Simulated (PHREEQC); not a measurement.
Consider water at 25 °C with 0.028 mol ZnBr2 and 7.6e-05 mol Cu(NO3)2 per kg of water. Closed to the air; pH follows from the charge balance.

All values are PHREEQC results (ion-association model, phreeqc.dat), not measurements.

| quantity | before | after |
|---|---|---|
| pH | 5.43 | 1.72 |
| ZnBr+ (mol/kgw) | 0.000158 | 0.000204 |
| ZnOH+ (mol/kgw) | 4.17e-6 | 7.61e-10 |
| ZnBr2 (mol/kgw) | 2.09e-6 | 3.63e-6 |

Q: Name the change that produced these shifts.
A. Cu(NO3)2 from 7.6e-05 to 0.00038 mol/kgw
B. temperature from 25 to 50 °C
C. 0.004 mol/kgw CO2 added
D. Cu(NO3)2 from 7.6e-05 to 6.84e-05 mol/kgw
E. 0.023 mol/kgw HBr added

A: E, 0.023 mol/kgw HBr added

No solid was allowed to form.
